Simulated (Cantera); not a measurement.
A closed system holds: 1 mol B, 0.13 mol O2, 1.4 mol N2, at 21.0 mbar.

Cantera equilibrium calculation (NASA polynomials, part measured and part estimated; ideal gas, pure solids and liquids). Candidate condensed phases: B, BN, B2O3; 17 gas species. The numbers say what is thermodynamically allowed, not how fast it happens.

Problem. What share of the B ends up in condensed phases as a function of T (°C), at 1727, 1777, 1827, 1877, 1927, 1977, 2027, 2077?

Solution. 
```csv
T (°C),B condensed (%),as
1727,77.4,BN(s)
1777,76.3,BN(s)
1827,75.4,BN(s)
1877,74.8,BN(s)
1927,74.4,BN(s)
1977,74.1,BN(s)
2027,73.8,BN(s)
2077,73.6,BN(s)
```
